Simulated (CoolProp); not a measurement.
Saturated liquid density (kg/m³) of C2F6 (R116): the reference equation beside estimates from Tc = 19.9 °C, pc = 30.48 bar, ω = 0.257. Rackett uses Z = 0.29056 − 0.08775 ω.

Values from CoolProp's reference Helmholtz-energy equation of state, Lemmon 2006. It is a short technical equation, of lower accuracy than the large ones.

```json
[
 {"T (°C)": "-94.85", "reference": "1677", "Rackett": "1763", "van der Waals": "1058"},
 {"T (°C)": "-87.15", "reference": "1644", "Rackett": "1729", "van der Waals": "1038"},
 {"T (°C)": "-79.45", "reference": "1611", "Rackett": "1693", "van der Waals": "1018"},
 {"T (°C)": "-71.65", "reference": "1576", "Rackett": "1656", "van der Waals": "995.9"},
 {"T (°C)": "-63.95", "reference": "1540", "Rackett": "1617", "van der Waals": "973.3"},
 {"T (°C)": "-56.25", "reference": "1503", "Rackett": "1578", "van der Waals": "949.5"},
 {"T (°C)": "-48.45", "reference": "1464", "Rackett": "1535", "van der Waals": "923.9"},
 {"T (°C)": "-40.75", "reference": "1422", "Rackett": "1491", "van der Waals": "897.1"},
 {"T (°C)": "-33.05", "reference": "1379", "Rackett": "1444", "van der Waals": "868.4"},
 {"T (°C)": "-25.25", "reference": "1331", "Rackett": "1393", "van der Waals": "836.9"},
 {"T (°C)": "-17.55", "reference": "1279", "Rackett": "1338", "van der Waals": "803.0"},
 {"T (°C)": "-9.75", "reference": "1220", "Rackett": "1277", "van der Waals": "764.7"}
]
```

Absolute difference from the reference over all 12 rows, mean and median: Rackett 4.9 and 4.9 %, van der Waals 37.0 and 36.9 %.
